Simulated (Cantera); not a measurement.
Predominance diagram of Ca at 1175 K against the partial pressures of O2 and Cl2 (log10, bar). Source: NASA polynomial tables (part measured, part estimated), evaluated in Cantera. Candidates: Ca(l), CaCl2(l), CaO(s). Only these pure phases compete in this equilibrium. Not in the tables: oxide halides.

```
log p(Cl2) \ log p(O2)
        columns: -16, -15.2, -14.3, -13.5, -12.6, -11.8, -10.9, -10.1, -9.3, -8.4, -7.6, -6.7, -5.9, -5.1, -4.2, -3.4, -2.5, -1.7, -0.8, 0
      0  A A A A A A A A A A A A A A A A A A A A
   -1.4  A A A A A A A A A A A A A A A A A A A A
   -2.8  A A A A A A A A A A A A A A A A A A A A
   -4.2  A A A A A A A A A A A A A A A A A A A A
   -5.5  A A A A A A A A A A A A A A A A A A B B
   -6.9  A A A A A A A A A A A A A A B B B B B B
   -8.3  A A A A A A A A A A A B B B B B B B B B
   -9.7  A A A A A A A A B B B B B B B B B B B B
  -11.1  A A A A B B B B B B B B B B B B B B B B
  -12.5  A B B B B B B B B B B B B B B B B B B B
  -13.8  B B B B B B B B B B B B B B B B B B B B
  -15.2  B B B B B B B B B B B B B B B B B B B B
  -16.6  B B B B B B B B B B B B B B B B B B B B
    -18  B B B B B B B B B B B B B B B B B B B B
```

A: CaCl2(l); B: CaO(s).
